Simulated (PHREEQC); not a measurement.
Consider water at 20 °C with 0.00048 mol CuSO4 per kg of water. Closed to the air; pH follows from the charge balance.

Model: ion-association model, phreeqc.dat, run in PHREEQC.

Precipitation was switched off in this run.

What pH does the model give?

pH 5.49.

In which forms is Cu present?

Cu+2 94 %, CuSO4 5.8 % of the Cu.
